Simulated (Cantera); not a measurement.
Charge: 1 mol CaCO3, 0.1 mol O2, 1.5 mol N2, equilibrated at 1098.15 K.

Method: chemical equilibrium by Gibbs-energy minimisation in Cantera with the NASA 1993 tables (ideal gas, pure condensed phases). Candidate condensed phases: C, Ca, CaCO3, CaO; 27 gas species. Mutual solubility and eutectic melting of coexisting phases are not modelled. Equilibrium is a limit: real reactors are often held back by kinetics, nucleation or transport.

log p: log10 of the partial pressure in bar; n: condensed amount in mol.

```tsv
P (Pa)	log p N2	log p CO2	log p O2	log p NO	log p NO2	n CaO(s)	n CaCO3(calcite)
1000	-2.24	-2.41	-3.42	-6.51	-9.42	1.00	0
3500	…	…	…	…	…	1.00	0
13000	-1.12	-1.30	-2.30	-5.40	-7.75	1.00	0
45000	…	…	…	…	…	1.00	0
160000	0.07	-0.47	-1.10	-4.20	-5.95	0.433	0.567
560000	0.69	-0.47	-0.48	-3.58	-5.02	0.104	0.896
2000000	1.27	-0.47	0.09	-3.01	-4.16	0.0277	0.972
```

### Question
Some entries are withheld; supply them.

### Answer

- 45000, log p N2: -0.59
- 45000, log p CO2: -0.76
- 45000, log p O2: -1.76
- 45000, log p NO: -4.86
- 45000, log p NO2: -6.94
- 3500, log p N2: -1.69
- 3500, log p CO2: -1.87
- 3500, log p O2: -2.87
- 3500, log p NO: -5.97
- 3500, log p NO2: -8.60
